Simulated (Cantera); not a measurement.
Cantera run:

```python
import numpy as np
import cantera as ct

gas_names = """
    Fe FeO O O2 O3 S SO SO2 SO3 S2 S2O S8
""".split()
cond_names = """
    Fe(a) Fe(c) Fe(d) Fe(L) FeO(s) FeO(L) FeS(a) FeS(b) FeS(c) FeS(L) FeSO4(s) FeS2(s) Fe2O3(s)
    Fe2S3O12(s) Fe3O4(s) S(cr1) S(cr2) S(L)
""".split()


# ... load() reads the species with a 1 bar reference pressure and builds the phases ...
atoms = {
    'Fe2O3': {'Fe': 2, 'O': 3},
    'SO2': {'S': 1, 'O': 2},
    'O2': {'O': 2},
}
top_T = {'FeSO4(s)': 950, 'FeS2(s)': 1010, 'Fe2O3(s)': 1830, 'Fe2S3O12(s)': 1100, 'Fe3O4(s)': 1870}  # K; cautious upper limits of use, not melting points


# ... equilibrate(T, P, feed) seeds the gas with the atoms and calls Mixture.equilibrate('TP', solver="vcs", rtol=1e-11, max_steps=5000) ...
results = []
T = 1098.15  # K
P = 1333.22  # Pa
for m in [1.2, 1.5, 1.8, 2.2, 2.7, 3.3, 4, 4.9, 6, 7.3, 8.9]:
    feed = {'Fe2O3': 1, 'SO2': 0.32, 'O2': m}  # mol
    mix = equilibrate(T, P, feed)
    results.append((T, P, feed, dict(zip(mix.species_names, mix.species_moles))))

top = {s: max(r[3][s] / sum(r[3][g] for g in gas_names) for r in results) for s in gas_names}
cols = sorted((s for s in top if top[s] > 0.001), key=lambda s: -top[s])[:9]
seen = [c for c in cond_names if any(r[3].get(c, 0) > 1e-12 for r in results)]
print("log10 of partial pressures in bar; condensed amounts in mol")
print(f"{'n(O2)':>10s}" + "".join(f"{s[:9]:>10s}" for s in cols + seen))
for T, P, feed, n in results:
    ng = sum(n[g] for g in gas_names)
    print(f"{feed['O2']:10.4g}" + "".join(f"{np.log10(max(n[s] / ng * P / 1e5, 1e-99)):10.3f}" for s in cols)
          + "".join(f"{n.get(c, 0):10.4g}" for c in seen))
```

Result:

```
log10 of partial pressures in bar; condensed amounts in mol
     n(O2)        O2       SO2       SO3  Fe2O3(s)
       1.2    -1.979    -2.576    -3.764         1
       1.5    -1.960    -2.656    -3.833         1
       1.8    -1.947    -2.723    -3.894         1
       2.2    -1.934    -2.798    -3.964         1
       2.7    -1.924    -2.878    -4.038         1
       3.3    -1.915    -2.957    -4.113         1
         4    -1.909    -3.034    -4.186         1
       4.9    -1.903    -3.116    -4.266         1
         6    -1.898    -3.200    -4.347         1
       7.3    -1.894    -3.281    -4.426         1
       8.9    -1.890    -3.364    -4.508         1
```

These are equilibrium values from Cantera (NASA tables, ideal gas, pure condensed phases), not measurements of a reactor.
